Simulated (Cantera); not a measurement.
Feed: 1 mol Cu2O, 460 mol H2, 1.2 mol N2, held at 1752 °C and 33000 Pa.

These are equilibrium values from Cantera (NASA tables, ideal gas, pure condensed phases), not measurements of a reactor. Candidate condensed phases: Cu, CuO, Cu(OH)2, Cu2O, H2O; 27 gas species. Rates play no part.

Base state: H2 0.988, Cu 0.00430, H 0.00333, N2 0.00259, H2O 0.00215 (mole fractions); condensed: gas only.

Problem. What changes in the equilibrium state with this change: Cu2O replaced by ZrO2?

Solution. 
| species | before | after |
|---|---|---|
| H2 | 0.988 | 0.994 |
| H | 0.00333 | 0.00334 |
| N2 | 0.00259 | 0.00259 |
| Cu | 0.00430 | 0 |
| H2O | 0.00215 | 4.70e-5 |
| ZrN(s), mol | 0 | 0.0108 |
| ZrO2(tetragonal), mol | 0 | 0.989 |
Mutual solubility and eutectic melting of coexisting phases are not modelled. ZrN: taken at fixed stoichiometry. Condensed phases not in the tables: solid solutions among these carbides, nitrides and lower oxides. Further candidate phases: Zr, ZrN, ZrO2.

Problem. What changes in the equilibrium state with this change: temperature from 1752 °C to 1827 °C?

Solution. 
```tsv
species	before	after
H2	0.988	0.986
H	0.00333	0.00538
Cu	0.00430	0.00430
H2O	0.00215	0.00215
N2	0.00259	0.00258
```
